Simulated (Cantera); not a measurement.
A Cantera script and what it prints.

```python
import numpy as np
import cantera as ct

gas_names = """
    H HO2 H2 H2O H2O2 H2S H2SO4 O OH O2 O3 S SH SO SO2 SO3 S2 S2O S8
""".split()
cond_names = """
    H2O(s) H2O(L) H2SO4(L) S(cr1) S(cr2) S(L)
""".split()


def load(file, names, dense=False):
    # The tables refer to 1 bar. Condensed volumes are neglected.
    table = {s.name: s for s in ct.Species.list_from_file(file)}
    out = []
    for n in names:
        d = dict(table[n].input_data)
        d["thermo"] = dict(d["thermo"], **{"reference-pressure": 1e5})
        if dense:
            d["equation-of-state"] = {"model": "constant-volume", "density": "1e6 g/cm^3"}
        out.append(ct.Species.from_dict(d))
    return out


gas = ct.Solution(thermo="ideal-gas", species=load("nasa_gas.yaml", gas_names))
cond = {s.name: ct.Solution(thermo="fixed-stoichiometry", species=[s], name=s.name)
        for s in load("nasa_condensed.yaml", cond_names, dense=True)}
atoms = {
    'S': {'S': 1},
    'H2': {'H': 2},
    'O2': {'O': 2},
}
top_T = {}  # K; cautious upper limits of use, not melting points


def equilibrate(T, P, feed):
    n = {}
    for name, mol in feed.items():
        for a, k in atoms[name].items():
            n[a] = n.get(a, 0.0) + k * mol
    gas.TPX = T, P, n
    mass = sum(n.values()) * gas.mean_molecular_weight
    gas.equilibrate("TP")
    valid = [c for c in cond.values() if c.min_temp <= T <= top_T.get(c.name, c.max_temp)]
    mix = ct.Mixture([(gas, mass / gas.mean_molecular_weight)] + [(c, 0.0) for c in valid])
    mix.T, mix.P = T, P
    mix.equilibrate("TP", solver="vcs", rtol=1e-11, max_steps=5000)
    return mix


results = []
T = 2975  # K
P = 100000  # Pa
for m in [0.24, 0.3, 0.38, 0.47, 0.6, 0.75, 0.95, 1.2, 1.5, 1.9, 2.4, 3, 3.8]:
    feed = {'S': 1, 'H2': 0.086, 'O2': m}  # mol
    mix = equilibrate(T, P, feed)
    results.append((T, P, feed, dict(zip(mix.species_names, mix.species_moles))))
    x = sorted(zip(gas.X, gas.species_names), reverse=True)
    print(f"T = {T:g} K  P = {P:g} Pa  n(O2) = {m:g} mol  gas = {mix.phase_moles(0):.4g} mol")
    print("   x: " + "  ".join(f"{s} {v:.3e}" for v, s in x if v > 1e-06))
    print("   condensed (mol): " + ("  ".join(f"{mix.phase(i).name} {mix.phase_moles(i):.4g}"
          for i in range(1, mix.n_phases) if mix.phase_moles(i) > 1e-12) or "none"))
```

It prints:

```
T = 2975 K  P = 100000 Pa  n(O2) = 0.24 mol  gas = 0.8263 mol
   x: S2 3.099e-01  SO 2.824e-01  S 1.308e-01  SO2 1.284e-01  H2 4.117e-02  SH 3.428e-02  H 2.965e-02  H2O 2.565e-02  S2O 6.155e-03  OH 6.018e-03  O 2.664e-03  H2S 2.280e-03  O2 6.580e-04  SO3 3.028e-06
   condensed (mol): none
T = 2975 K  P = 100000 Pa  n(O2) = 0.3 mol  gas = 0.8623 mol
   x: SO 3.102e-01  S2 2.582e-01  SO2 1.697e-01  S 1.194e-01  H2 3.736e-02  SH 2.980e-02  H 2.825e-02  H2O 2.801e-02  OH 6.899e-03  S2O 6.171e-03  O 3.206e-03  H2S 1.888e-03  O2 9.531e-04  SO3 4.817e-06
   condensed (mol): none
T = 2975 K  P = 100000 Pa  n(O2) = 0.38 mol  gas = 0.9079 mol
   x: SO 3.350e-01  SO2 2.254e-01  S2 1.992e-01  S 1.049e-01  H2 3.311e-02  H2O 3.053e-02  H 2.659e-02  SH 2.464e-02  OH 7.987e-03  S2O 5.854e-03  O 3.943e-03  H2S 1.470e-03  O2 1.441e-03  SO3 7.869e-06
   condensed (mol): none
T = 2975 K  P = 100000 Pa  n(O2) = 0.47 mol  gas = 0.9561 mol
   x: SO 3.494e-01  SO2 2.886e-01  S2 1.438e-01  S 8.911e-02  H2O 3.291e-02  H2 2.907e-02  H 2.492e-02  SH 1.962e-02  OH 9.187e-03  S2O 5.189e-03  O 4.839e-03  O2 2.172e-03  H2S 1.097e-03  SO3 1.237e-05
   condensed (mol): none
T = 2975 K  P = 100000 Pa  n(O2) = 0.6 mol  gas = 1.02 mol
   x: SO2 3.818e-01  SO 3.482e-01  S2 8.104e-02  S 6.689e-02  H2O 3.609e-02  H2 2.402e-02  H 2.265e-02  SH 1.339e-02  OH 1.108e-02  O 6.424e-03  S2O 3.881e-03  O2 3.827e-03  H2S 6.801e-04  SO3 2.172e-05  HO2 1.209e-06
   condensed (mol): none
T = 2975 K  P = 100000 Pa  n(O2) = 0.75 mol  gas = 1.083 mol
   x: SO2 4.956e-01  SO 3.123e-01  S 4.145e-02  H2O 4.009e-02  S2 3.111e-02  H 1.984e-02  H2 1.843e-02  OH 1.406e-02  O 9.298e-03  O2 8.018e-03  SH 7.267e-03  S2O 2.157e-03  H2S 3.234e-04  SO3 4.080e-05  HO2 2.220e-06
   condensed (mol): none
T = 2975 K  P = 100000 Pa  n(O2) = 0.95 mol  gas = 1.163 mol
   x: SO2 6.413e-01  SO 1.970e-01  H2O 4.496e-02  O2 3.374e-02  OH 2.132e-02  O 1.907e-02  H 1.467e-02  S 1.274e-02  H2 1.008e-02  S2 2.942e-03  SH 1.652e-03  S2O 4.183e-04  SO3 1.083e-04  H2S 5.437e-05  HO2 6.906e-06
   condensed (mol): none
T = 2975 K  P = 100000 Pa  n(O2) = 1.2 mol  gas = 1.361 mol
   x: SO2 6.362e-01  O2 1.439e-01  SO 9.463e-02  H2O 3.959e-02  O 3.939e-02  OH 2.875e-02  H 9.579e-03  H2 4.296e-03  S 2.965e-03  SH 2.510e-04  SO3 2.219e-04  S2 1.592e-04  S2O 4.676e-05  HO2 1.923e-05  H2S 5.393e-06
   condensed (mol): none
T = 2975 K  P = 100000 Pa  n(O2) = 1.5 mol  gas = 1.662 mol
   x: SO2 5.415e-01  O2 2.739e-01  SO 5.837e-02  O 5.435e-02  H2O 3.078e-02  OH 2.977e-02  H 7.191e-03  H2 2.421e-03  S 1.326e-03  SO3 2.605e-04  SH 8.424e-05  S2 3.183e-05  HO2 2.748e-05  S2O 1.289e-05  H2S 1.359e-06
   condensed (mol): none
T = 2975 K  P = 100000 Pa  n(O2) = 1.9 mol  gas = 2.078 mol
   x: SO2 4.406e-01  O2 3.953e-01  O 6.529e-02  SO 3.953e-02  OH 2.817e-02  H2O 2.293e-02  H 5.662e-03  H2 1.501e-03  S 7.473e-04  SO3 2.547e-04  SH 3.740e-05  HO2 3.123e-05  S2 1.011e-05  S2O 4.923e-06
   condensed (mol): none
T = 2975 K  P = 100000 Pa  n(O2) = 2.4 mol  gas = 2.603 mol
   x: O2 4.947e-01  SO2 3.550e-01  O 7.304e-02  SO 2.847e-02  OH 2.559e-02  H2O 1.692e-02  H 4.600e-03  H2 9.907e-04  S 4.811e-04  SO3 2.295e-04  HO2 3.175e-05  SH 1.956e-05  S2 4.193e-06  S2O 2.283e-06
   condensed (mol): none
T = 2975 K  P = 100000 Pa  n(O2) = 3 mol  gas = 3.234 mol
   x: O2 5.723e-01  SO2 2.872e-01  O 7.856e-02  OH 2.286e-02  SO 2.142e-02  H2O 1.255e-02  H 3.819e-03  H2 6.828e-04  S 3.365e-04  SO3 1.998e-04  HO2 3.050e-05  SH 1.136e-05  S2 2.051e-06  S2O 1.201e-06
   condensed (mol): none
T = 2975 K  P = 100000 Pa  n(O2) = 3.8 mol  gas = 4.077 mol
   x: O2 6.390e-01  SO2 2.287e-01  O 8.301e-02  OH 1.996e-02  SO 1.614e-02  H2O 9.055e-03  H 3.156e-03  H2 4.663e-04  S 2.400e-04  SO3 1.681e-04  HO2 2.814e-05  SH 6.693e-06  S2 1.043e-06
   condensed (mol): none
```

Cantera equilibrium calculation (NASA polynomials, part measured and part estimated; ideal gas, pure solids and liquids).
